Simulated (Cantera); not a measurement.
A freely propagating, adiabatic, planar premixed flame of CH4 : C2H6 : C3H8 : O2 : N2 = 1 : 0.11 : 0.74 : 6.08 : 22.9 (molar parts), equivalence ratio 1.0, unburnt at 450 K and 500000 Pa; mixture-averaged transport, grid criteria slope 0.08 and curve 0.16, no radiation.

Computed with Cantera and GRI-Mech 3.0 (53 species, 325 reactions). GRI-Mech 3.0 was tuned for natural gas; its chemistry of propane as a main component is partial and can be far from experiment. Burning velocities carry a grid error of a few per cent, more on coarse grids.

### Question
What does this change do: inlet temperature 450 to 500 K?

### Answer
| quantity | before | after |
|---|---|---|
| laminar burning velocity | 54.4 cm/s | 66.4 cm/s |
| thermal thickness | 0.0933 mm | 0.0880 mm |
| peak x(OH) | 0.00720 | 0.00770 |
| peak x(H2O2) | 7.72e-5 | 7.26e-5 |
| peak x(O) | 0.00231 | 0.00254 |

### Question
What does this change do: inlet temperature 450 to 675 K?

### Answer
| quantity | before | after |
|---|---|---|
| laminar burning velocity | 54.4 cm/s | 125 cm/s |
| thermal thickness | 0.0933 mm | 0.0730 mm |
| peak x(OH) | 0.00720 | 0.00960 |
| peak x(H2O2) | 7.72e-5 | 5.58e-5 |
| peak x(O) | 0.00231 | 0.00351 |
